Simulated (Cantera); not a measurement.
A closed system holds: 1 mol Pb, 6.3 mol H2, held at 1098.15 K and 0.930 bar.

Method: chemical equilibrium by Gibbs-energy minimisation in Cantera with the NASA 1993 tables (ideal gas, pure condensed phases). Candidate condensed phases: Pb; 4 gas species. The numbers say what is thermodynamically allowed, not how fast it happens.

Base state: H2 1.000, Pb 0.000126 (mole fractions); condensed: Pb(l).

What changes in the equilibrium state with this change: 0.0081 mol CO2 added?


| species | before | after |
|---|---|---|
| H2 | 1.000 | 0.997 |
| H2O | 0 | 0.00204 |
| CH4 | 0 | 0.000751 |
| Pb | 0.000126 | 0.000126 |
| CO | 0 | 0.000534 |
| Pb(l), mol | 0.999 | 0.999 |
Further candidate phases: C, C6H6, C7H8, C8H18, H2O, PbO, PbO2, Pb3O4.
